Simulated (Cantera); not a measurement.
Charge: 1 mol S, 0.028 mol O2, 0.32 mol N2, at 3100 °C and 3600 Torr.

Cantera equilibrium calculation (NASA polynomials, part measured and part estimated; ideal gas, pure solids and liquids). Candidate condensed phases: S; 17 gas species. Equilibrium is a limit: real reactors are often held back by kinetics, nucleation or transport.

Base state: S2 0.407, N2 0.340, S 0.195, SO 0.0515, SO2 0.00258, S2O 0.00153, SN 0.00149, O 0.000877 (mole fractions); condensed: gas only.

### Question
What changes in the equilibrium state with this change: S replaced by NH3?

### Answer
```json
[
 {"species": "H2", "before": "0", "after": "0.508"},
 {"species": "N2", "before": "0.340", "after": "0.328"},
 {"species": "H", "before": "0", "after": "0.142"},
 {"species": "S2", "before": "0.407", "after": "0"},
 {"species": "S", "before": "0.195", "after": "0"},
 {"species": "SO", "before": "0.0515", "after": "0"},
 {"species": "H2O", "before": "0", "after": "0.0194"},
 {"species": "SO2", "before": "0.00258", "after": "0"},
 {"species": "OH", "before": "0", "after": "0.00233"},
 {"species": "S2O", "before": "0.00153", "after": "0"},
 {"species": "SN", "before": "0.00149", "after": "0"}
]
```
Further candidate phases: H2O.
